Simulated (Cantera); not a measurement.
Feed: 1 mol Al(CH₃)₃, 72 mol NH₃, 920 mol H₂, held at 1927 °C and 0.133 bar.

These are equilibrium values from Cantera (NASA tables, ideal gas, pure condensed phases), not measurements of a reactor. Candidate condensed phases: Al, AlN, C, C₆H₆, C₇H₈, C₈H₁₈; 97 gas species. The feed counts by its element totals alone. Rates play no part.

Base state: H₂ 0.949, N₂ 0.0324, H 0.0150, HCN 0.00195, Al 0.000870, C₂H₂ (acetylene) 0.000332, HNC 0.000154, AlH 5.81e-5 (mole fractions); condensed: gas only.

What changes in the equilibrium state with this change: Al(CH₃)₃ replaced by AlCl₃?


| species | before | after |
|---|---|---|
| H₂ | 0.949 | 0.949 |
| N₂ | 0.0324 | 0.0335 |
| H | 0.0150 | 0.0150 |
| HCl | 0 | 0.00200 |
| HCN | 0.00195 | 0 |
| AlCl | 0 | 0.000769 |
| C₂H₂ (acetylene) | 0.000332 | 0 |
| HNC | 0.000154 | 0 |
Further candidate phases: AlCl₃, NH₄Cl.

What changes in the equilibrium state with this change: 0.67 mol O₂ added?


| species | before | after |
|---|---|---|
| H₂ | 0.949 | 0.949 |
| N₂ | 0.0324 | 0.0327 |
| H | 0.0150 | 0.0150 |
| CO | 0 | 0.00124 |
| HCN | 0.00195 | 0.00119 |
| Al | 0.000870 | 0.000869 |
| C₂H₂ (acetylene) | 0.000332 | 0.000122 |
| CH₄ | 1.17e-5 | 7.07e-6 |
| HNC | 0.000154 | 9.40e-5 |
Further candidate phases: Al₂O₃, H₂O.
